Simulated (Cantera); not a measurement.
Cantera run:

```python
import numpy as np
import cantera as ct

gas_names = """
    CL CL2 H HCL H2 Si SiCL SiCL2 SiCL3 SiCL4 SiH SiHCL3 SiH2 SiH2CL2 SiH3 SiH3CL SiH4 Si2 Si3
""".split()
cond_names = """
    Si(cr) Si(L)
""".split()


# ... load() reads the species with a 1 bar reference pressure and builds the phases ...
atoms = {
    'Si': {'Si': 1},
    'HCl': {'H': 1, 'CL': 1},
    'H2': {'H': 2},
}
top_T = {}  # K; cautious upper limits of use, not melting points


# ... equilibrate(T, P, feed) seeds the gas with the atoms and calls Mixture.equilibrate('TP', solver="vcs", rtol=1e-11, max_steps=5000) ...
results = []
feed = {'Si': 1, 'HCl': 0.62, 'H2': 20}  # mol
T = 500  # K
P = 13332.2  # Pa
mix = equilibrate(T, P, feed)
results.append((T, P, feed, dict(zip(mix.species_names, mix.species_moles))))
x = sorted(zip(gas.X, gas.species_names), reverse=True)
print(f"T = {T:g} K  P = {P:g} Pa  gas = {mix.phase_moles(0):.4g} mol")
print("   x: " + "  ".join(f"{s} {v:.3e}" for v, s in x if v > 1e-06))
print("   condensed (mol): " + ("  ".join(f"{mix.phase(i).name} {mix.phase_moles(i):.4g}"
      for i in range(1, mix.n_phases) if mix.phase_moles(i) > 1e-12) or "none"))
```

Output:

```
T = 500 K  P = 13332.2 Pa  gas = 20.44 mol
   x: H2 9.913e-01  SiCL4 4.353e-03  SiHCL3 4.212e-03  SiH2CL2 1.399e-04  HCL 1.632e-06
   condensed (mol): Si(cr) 0.822
```

Method: chemical equilibrium by Gibbs-energy minimisation in Cantera with the NASA 1993 tables (ideal gas, pure condensed phases).
